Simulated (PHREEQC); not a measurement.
Synthetic water in mg/L, 90 °C, pH 7.03, pe 9.7: Na 0.142; K 0.0153; Ca 0.309; Mg 0.0229; Cl 0.1; S(6) as SO4 0.0443; Alkalinity as HCO3 1.25; N(5) as NO3 0.000546; Ni 0.0296.

Valence states are taken as typed.

All values are PHREEQC results (ion-association model, wateq4f.dat), not measurements.

Precipitation was switched off in this run.

Task: Order these Ni species by the share of Ni that they hold, largest first: Ni+2, NiCO3, NiOH+, NiHCO3+.

Result: Ni+2 (87 %), NiCO3 (8.0 %), NiOH+ (5.3 %), NiHCO3+ (0.19 %)

Task: Order these C species by the share of C that they hold, largest first: NiCO3, HCO3-, CO2.

Result: HCO3- (82 %), CO2 (18 %), NiCO3 (0.20 %)

The pH is 7.03 and the ionic strength 3.41e-5 mol/kgw. Constants without temperature data keep their 25 °C values here.
